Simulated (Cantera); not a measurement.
## Fluorocarbon and chlorocarbon gases: CH2F2 + H2

Input: 1 mol CH2F2, 0.28 mol H2.

Method: chemical equilibrium by Gibbs-energy minimisation in Cantera with the NASA 1993 tables (ideal gas, pure condensed phases). Candidate condensed phases: C, C6H6, C7H8, C8H18; 95 gas species. Rates play no part.

Stable condensed phases:

```
T in °C \ P in Pa
              1    4.2     18     75    320   1300   5600  24000 100000
   2675       A      A      A      A      B      B      B      B      B
   2575       A      A      A      B      B      B      B      B      B
   2475       A      A      A      B      B      B      B      B      B
   2375       A      A      B      B      B      B      B      B      B
   2275       A      B      B      B      B      B      B      B      B
   2175       B      B      B      B      B      B      B      B      B
   2075       B      B      B      B      B      B      B      B      B
   1975       B      B      B      B      B      B      B      B      B
   1875       B      B      B      B      B      B      B      B      B
   1775       B      B      B      B      B      B      B      B      B
   1675       B      B      B      B      B      B      B      B      B
   1575       B      B      B      B      B      B      B      B      B
   1475       B      B      B      B      B      B      B      B      B
   1375       B      B      B      B      B      B      B      B      B
```

A: gas only; B: C.
